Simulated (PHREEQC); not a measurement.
A solution holds 1 mmol/kgw HNO3, 0.54 mmol/kgw KNO3 and 130 mmol/kgw H3BO3, at 25 °C. Closed to the air; pH follows from the charge balance.

All values are PHREEQC results (ion-association model, phreeqc.dat), not measurements.

```yaml
pH: 3.02
ionic_strength: 0.00154 mol/kgw
specific_conductance: 484 µS/cm
total_alkalinity: -1.00 meq/kg
```

```csv
species,molality,activity,log γ
H3BO3,0.130,0.130,0.000
NO3-,0.00154,0.00147,-0.019
H+,0.00100,0.000960,-0.018
K+,0.000540,0.000517,-0.019
H2BO3-,8.15e-8,7.80e-8,-0.019
```

Precipitation was switched off in this run. Complexes and solids missing from the database can't appear.
